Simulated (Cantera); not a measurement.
An isothermal plug-flow reactor at 925 K and 1.30 bar (inlet), inlet velocity 0.8 m/s, active area per volume 270 1/m; feed H2 : O2 : N2 = 0.012 : 0.15 : 0.79 (molar parts), equivalence ratio 0.040.

Cantera simulation using Deutschmann's 1995 Pt surface mechanism with GRI-Mech 3.0 gas chemistry; the numbers are that mechanism's predictions, not measurements. Catalytic surfaces can have several steady states; this one follows from the mechanism file's or the stated starting coverage. Mass transfer to the wall is taken as infinitely fast.

x: gas mole fraction; θ: surface coverage.

```tsv
z (m)	x H2	x O2	x H2O	θ free Pt	θ O*	θ OH*
0.00037	(withheld)	0.155	0.00642	0.134	0.864	0.00225
0.0008	(withheld)	0.154	0.00944	0.115	0.883	0.00228
0.0017	(withheld)	0.153	0.0117	0.103	0.894	0.00228
0.0037	(withheld)	0.152	0.0126	0.0992	0.898	0.00229
0.008	(withheld)	0.152	0.0127	0.0989	0.899	0.00229
0.017	1.04e-11	0.152	0.0127	0.0989	0.899	0.00229
0.037	4.38e-12	0.152	0.0127	0.0989	0.899	0.00229
```

Question: Fill in the missing entries.

Answer: 
- 0.00037, x H2: 0.00622
- 0.0008, x H2: 0.00323
- 0.0017, x H2: 0.000966
- 0.0037, x H2: 7.90e-5
- 0.008, x H2: 3.93e-7
